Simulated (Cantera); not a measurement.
A perfectly stirred reactor is fed with C₃H₈ : H₂ = 1 : 1.7 (molar parts), at 3.15 Torr; it is held at 1075 K, and followed from long to short residence time.

Detailed kinetics in Cantera: GRI-Mech 3.0 (53 species, 325 reactions). GRI-Mech 3.0 was tuned for natural gas; its chemistry of propane as a main component is partial and can be far from experiment. GRI-Mech 3.0 stops at C3 and has no aromatics, soot or wall deposition, so with more carbon than oxygen in the feed, carbon stays in small species such as C2H2 where larger ones or solid carbon would form. Radical loss at walls, strong at low pressure, is not modelled.

Q: Predict: x(C₃H₈) at τ = 5.30 s; x(H₂) at τ = 5.30 s; x(CH₄) at τ = 5.30 s; x(C₂H₆) at τ = 5.30 s; x(C₂H₄) at τ = 5.30 s; x(C₃H₈) at τ = 19.0 ms; x(H₂) at τ = 19.0 ms; x(CH₄) at τ = 19.0 ms; x(C₂H₆) at τ = 19.0 ms; x(C₂H₄) at τ = 19.0 ms.

A: 
```json
{
 "x(C₃H₈) at τ = 5.30 s": "0.0440",
 "x(H₂) at τ = 5.30 s": "0.490",
 "x(CH₄) at τ = 5.30 s": "0.228",
 "x(C₂H₆) at τ = 5.30 s": "0.00167",
 "x(C₂H₄) at τ = 5.30 s": "0.222",
 "x(C₃H₈) at τ = 19.0 ms": "0.366",
 "x(H₂) at τ = 19.0 ms": "0.628",
 "x(CH₄) at τ = 19.0 ms": "0.00260",
 "x(C₂H₆) at τ = 19.0 ms": "7.62e-5",
 "x(C₂H₄) at τ = 19.0 ms": "0.00283"
}
```
